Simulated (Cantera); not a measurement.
Feed: 1 mol Fe, 0.026 mol O2, 3.2 mol H2, at 1075 °C and 0.203 Torr.

Equilibrium computed with Cantera from the NASA thermochemical tables; the gas is ideal and each condensed phase is pure. Candidate condensed phases: Fe, FeO, Fe(OH)2, Fe(OH)3, Fe2O3, Fe3O4, H2O; 12 gas species. Rates play no part.

Base state: H2 0.984, H2O 0.0162, H 0.000140, Fe 1.51e-5 (mole fractions); condensed: Fe(γ).

Q: What changes in the equilibrium state with this change: 0.065 mol Cl2 added?

A: 
```json
[
 {"species": "H2", "before": "0.984", "after": "0.945"},
 {"species": "HCl", "before": "0", "after": "0.0381"},
 {"species": "H2O", "before": "0.0162", "after": "0.0159"},
 {"species": "FeCl2", "before": "0", "after": "0.000848"},
 {"species": "H", "before": "0.000140", "after": "0.000137"},
 {"species": "Fe", "before": "1.51e-5", "after": "1.51e-5"},
 {"species": "Fe(γ), mol", "before": "1.000", "after": "0.997"}
]
```
Further candidate phases: FeCl2, FeCl3.

Q: What changes in the equilibrium state with this change: O2 from 0.026 to 0.24 mol?

A: 
```csv
species,before,after
H2,0.984,0.850
H2O,0.0162,0.150
H,0.000140,0.000130
Fe,1.51e-5,1.51e-5
"Fe(γ), mol",1.000,1.000
```

Q: What changes in the equilibrium state with this change: Fe replaced by Pb?

A: 
```
species       before     after
----------  --------  --------
H2             0.984     0.749
Pb                 0     0.238
H2O           0.0162    0.0124
Fe           1.51e-5         0
H           0.000140  0.000122
Fe(γ), mol     1.000         0
```
Further candidate phases: Pb, PbO, PbO2, Pb3O4.
